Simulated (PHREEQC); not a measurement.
Make-up at 25 °C: 0.13 mol HF, 0.00023 mol (CH3)4NF and 5.3e-05 mol H2SiF6 per kg of water. Closed to the air; pH follows from the charge balance.

Equilibrium calculation in PHREEQC: ion-association model, phreeqc.dat.

```tsv
quantity	before	after
pH	1.98	2.58
ionic strength (mol/kgw)	0.0119	0.00305
HF (mol/kgw)	0.115	0.0102
F- (mol/kgw)	0.00816	0.00278
HF2- (mol/kgw)	0.00360	0.000109
SI of Quartz (SiO2)	-9.93	-4.75
```

Name the change that produced these shifts.
(A) (CH3)4NF from 0.00023 to 0.000345 mol/kgw
(B) diluted 100-fold with water
(C) diluted 5-fold with water
(D) HF from 0.13 to 0.013 mol/kgw

D, HF from 0.13 to 0.013 mol/kgw

This is a speciation only: nothing precipitates in the calculation. (CH3)4N+ isn't in the database: it is added as a free cation with an ion size of 4 Å. SiF6-2 is the database's only silicon fluoride.
